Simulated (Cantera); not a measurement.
A freely propagating, adiabatic, planar premixed flame of 20.7 % H₂, 16.7 % O₂, 62.7 % N₂, equivalence ratio 0.62, unburnt at 575 K and 4500 Torr; mixture-averaged transport, grid criteria slope 0.08 and curve 0.16, no radiation.

Detailed kinetics in Cantera: the H2/O2 subset of GRI-Mech 3.0, which has no nitrogen chemistry. The hydrogen kinetics of GRI-Mech 3.0 are dated; newer H2 mechanisms differ, most at raised pressure. Burning velocities carry a grid error of a few per cent, more on coarse grids. Lean hydrogen flames are cellular in practice and burn faster than this planar one.

Q: Predict: laminar burning velocity; thermal thickness; peak x(O); peak x(H₂O₂); peak x(HO₂); peak x(H).

A: 
```json
{
  "laminar_burning_velocity": "216 cm/s",
  "thermal_thickness": "0.0517 mm",
  "peak x(O)": "0.00443",
  "peak x(H₂O₂)": "0.000151",
  "peak x(HO₂)": "0.000849",
  "peak x(H)": "0.00504"
}
```
